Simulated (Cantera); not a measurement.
A Cantera script and what it prints.

```python
import numpy as np
import cantera as ct

gas_names = """
    C CH CH2 CH3 CH2OH CH3O CH4 CH3OH CN CO CO2 COOH C2 C2H CHCO,ketyl C2H2,acetylene C2H2,vinylidene
    CH2CO,ketene C2H3,vinyl CH3CN CH3CO,acetyl C2H4 C2H4O,ethylen CH3CHO,ethanal CH3COOH (HCOOH)2 C2H5
    C2H6 CH3OCH3 C2H5OH CCN CNC C2N2 C2O C3 C3H3,propargyl C3H4,allene C3H4,propyne C3H4,cyclo-
    C3H5,allyl C3H6,propylene C3H6,cyclo- C3H6O C3H7,n-propyl C3H7,i-propyl C3H8 C3H8O,1propanol
    C3H8O,2propanol C3O2 C4 C4H2 C4H4,1,3-cyclo- C4H6,butadiene C4H6,2-butyne C4H6,cyclo- C4H8,1-butene
    C4H8,cis2-buten C4H8,tr2-butene C4H8,isobutene C4H8,cyclo- (CH3COOH)2 C4H9,n-butyl C4H9,i-butyl
    C4H9,s-butyl C4H9,t-butyl C4H10,isobutane C4H10,n-butane C4N2 C5 C5H6,1,3cyclo- C5H8,cyclo-
    C5H10,1-pentene C5H10,cyclo- C5H11,pentyl C5H11,t-pentyl C5H12,n-pentane C5H12,i-pentane
    CH3C(CH3)2CH3 C6H2 C6H5,phenyl C6H5O,phenoxy C6H6 C6H5OH,phenol C6H10,cyclo- C6H12,1-hexene
    C6H12,cyclo- C6H13,n-hexyl C7H7,benzyl C7H8 C7H8O,cresol C7H14,1-heptene C7H15,n-heptyl
    C7H16,n-heptane C8H8,styrene C8H10,ethylbenz C8H16,1-octene C8H17,n-octyl C8H18,isooctane
    C8H18,n-octane C9H19,n-nonyl C10H8,naphthale C10H21,n-decyl C12H9,o-bipheny C12H10,bipheny H HCN HCO
    HCCN HNC HNCO HNO HNO2 HNO3 HO2 H2 HCHO,formaldehy HCOOH H2O H2O2 N NCO NH NH2 NH3 NH2OH NO NO2 NO3
    N2 N2H2 N2H4 N2O O OH O2 O3 Si SiC SiC2 SiC4H12 SiH SiH2 SiH3 SiH4 SiN SiO SiO2 Si2 Si2C Si2N Si3
""".split()
cond_names = """
    C(gr) C6H6(L) C7H8(L) C8H18(L),n-octa H2O(s) H2O(L) Si(cr) Si(L) SiC(b) SiO2(Lqz) SiO2(hqz) SiO2(L)
    Si2N2O(s) Si3N4(a)
""".split()


def load(file, names, dense=False):
    # The tables refer to 1 bar. Condensed volumes are neglected.
    table = {s.name: s for s in ct.Species.list_from_file(file)}
    out = []
    for n in names:
        d = dict(table[n].input_data)
        d["thermo"] = dict(d["thermo"], **{"reference-pressure": 1e5})
        if dense:
            d["equation-of-state"] = {"model": "constant-volume", "density": "1e6 g/cm^3"}
        out.append(ct.Species.from_dict(d))
    return out


gas = ct.Solution(thermo="ideal-gas", species=load("nasa_gas.yaml", gas_names))
cond = {s.name: ct.Solution(thermo="fixed-stoichiometry", species=[s], name=s.name)
        for s in load("nasa_condensed.yaml", cond_names, dense=True)}
atoms = {
    'SiC': {'Si': 1, 'C': 1},
    'H2O': {'H': 2, 'O': 1},
    'N2': {'N': 2},
    'CO2': {'C': 1, 'O': 2},
}
top_T = {'C(gr)': 4500, 'SiC(b)': 3050, 'Si2N2O(s)': 2100, 'Si3N4(a)': 2400}  # K; cautious upper limits of use, not melting points


def equilibrate(T, P, feed):
    n = {}
    for name, mol in feed.items():
        for a, k in atoms[name].items():
            n[a] = n.get(a, 0.0) + k * mol
    gas.TPX = T, P, n
    mass = sum(n.values()) * gas.mean_molecular_weight
    gas.equilibrate("TP")
    valid = [c for c in cond.values() if c.min_temp <= T <= top_T.get(c.name, c.max_temp)]
    mix = ct.Mixture([(gas, mass / gas.mean_molecular_weight)] + [(c, 0.0) for c in valid])
    mix.T, mix.P = T, P
    mix.equilibrate("TP", solver="vcs", rtol=1e-11, max_steps=5000)
    return mix


results = []
feed = {'SiC': 1, 'H2O': 0.0066, 'N2': 5.4, 'CO2': 1.1}  # mol
P = 40000  # Pa
for T in [1323, 1373, 1423, 1473, 1523, 1573, 1623, 1673, 1723, 1773, 1823, 1873, 1923]:
    mix = equilibrate(T, P, feed)
    results.append((T, P, feed, dict(zip(mix.species_names, mix.species_moles))))

top = {s: max(r[3][s] / sum(r[3][g] for g in gas_names) for r in results) for s in gas_names}
cols = sorted((s for s in top if top[s] > 0.0001), key=lambda s: -top[s])[:6]
seen = [c for c in cond_names if any(r[3].get(c, 0) > 1e-12 for r in results)]
print("log10 of partial pressures in bar; condensed amounts in mol")
print(f"{'T/K':>10s}" + "".join(f"{s[:9]:>10s}" for s in cols + seen))
for T, P, feed, n in results:
    ng = sum(n[g] for g in gas_names)
    print(f"{T:10.4g}" + "".join(f"{np.log10(max(n[s] / ng * P / 1e5, 1e-99)):10.3f}" for s in cols)
          + "".join(f"{n.get(c, 0):10.4g}" for c in seen))
```

Output:

```
log10 of partial pressures in bar; condensed amounts in mol
       T/K        N2        CO       SiO        H2       HCN     C(gr)    SiC(b) SiO2(hqz) Si2N2O(s)
      1323    -0.454    -1.316    -7.845    -3.355    -5.496     1.381         0    0.6584    0.1708
      1373    -0.500    -1.079    -7.105    -3.384    -5.344    0.7738         0    0.2535    0.3733
      1423    -0.528    -0.986    -6.489    -3.403    -5.190    0.3935         0         0       0.5
      1473    -0.528    -0.986    -5.972    -3.404    -5.026    0.3934         0         0       0.5
      1523    -0.528    -0.986    -5.490    -3.407    -4.874    0.3933         0         0       0.5
      1573    -0.528    -0.986    -5.039    -3.410    -4.732    0.3932         0         0    0.4999
      1623    -0.528    -0.986    -4.617    -3.414    -4.599    0.3932         0         0    0.4998
      1673    -0.528    -0.986    -4.221    -3.419    -4.475    0.3934         0         0    0.4995
      1723    -0.528    -0.987    -3.849    -3.426    -4.360    0.3938         0         0    0.4988
      1773    -0.528    -0.987    -3.499    -3.435    -4.252    0.3951         0         0    0.4974
      1823    -0.534    -0.973    -3.144    -3.462    -4.190         0    0.2656         0     0.361
      1873    -0.534    -0.976    -2.748    -3.460    -4.259         0    0.2719         0    0.3486
      1923    -0.536    -0.983    -2.374    -3.462    -4.328         0    0.2863         0      0.32
```

These are equilibrium values from Cantera (NASA tables, ideal gas, pure condensed phases), not measurements of a reactor. N2 is the only nitrogen source here; it is nearly inert below about 1500 K, so the nitride shown seldom forms there in practice. Mutual solubility and eutectic melting of coexisting phases are not modelled. The tables hold silica as quartz up to 1696 K and as liquid above; real silica turns to tridymite and cristobalite and melts near 1996 K.
